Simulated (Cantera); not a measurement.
## Thermodynamics of iron carbonyl, mercury and lead vapours, feed PbO + O2 + N2

Feed: 1 mol PbO, 0.16 mol O2, 4.5 mol N2, held at 600 K and 0.00620 bar.

Cantera equilibrium calculation (NASA polynomials, part measured and part estimated; ideal gas, pure solids and liquids). Candidate condensed phases: Pb, PbO, PbO2, Pb3O4; 12 gas species. Rates play no part.

The x(N2) comes out as 0.966. The x(O2) comes out as 0.0343. The n(PbO(red)) is 1.00 mol and the gas amount is 4.660 mol. The log10 activity of Pb3O4(s) (absent) is -1.19. The log10 activity of PbO2(s) (absent) comes out as -2.10 and the log10 activity of Pb(s) (absent) is -12.06.
